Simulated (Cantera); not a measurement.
Charge: 1 mol CaCl2, 2.7 mol H2O, 0.42 mol H2, equilibrated at 1850 K and 0.100 bar.

Equilibrium computed with Cantera from the NASA thermochemical tables; the gas is ideal and each condensed phase is pure. Candidate condensed phases: Ca, CaCl2, CaO, Ca(OH)2, H2O; 21 gas species. Condensed phases not in the tables: oxide chlorides. Rates play no part.

Base state: H2O 0.521, HCl 0.265, CaCl2 0.109, H2 0.102, Cl 0.00107, H 0.000545, OH 0.000205, CaCl 1.64e-5 (mole fractions); condensed: CaO(s).

What changes in the equilibrium state with this change: H2 from 0.42 to 0.17 mol?


| species | before | after |
|---|---|---|
| H2O | 0.521 | 0.555 |
| HCl | 0.265 | 0.282 |
| CaCl2 | 0.109 | 0.116 |
| H2 | 0.102 | 0.0447 |
| O2 | 1.87e-6 | 1.10e-5 |
| OH | 0.000205 | 0.000330 |
| Cl | 0.00107 | 0.00173 |
| CaCl | 1.64e-5 | 1.08e-5 |
| CaO(s), mol | 0.549 | 0.550 |

What changes in the equilibrium state with this change: CaCl2 replaced by CsCl?


```csv
species,before,after
H2O,0.521,0.648
CsCl,0,0.234
H2,0.102,0.101
HCl,0.265,0.00831
CaCl2,0.109,0
CsOH,0,0.00683
Cs,0,0.00152
Cs2Cl2,0,0.000285
CaCl,1.64e-5,0
Ca(OH)2,1.50e-5,0
"CaO(s), mol",0.549,0
```
Further candidate phases: Cs, CsCl, CsOH.
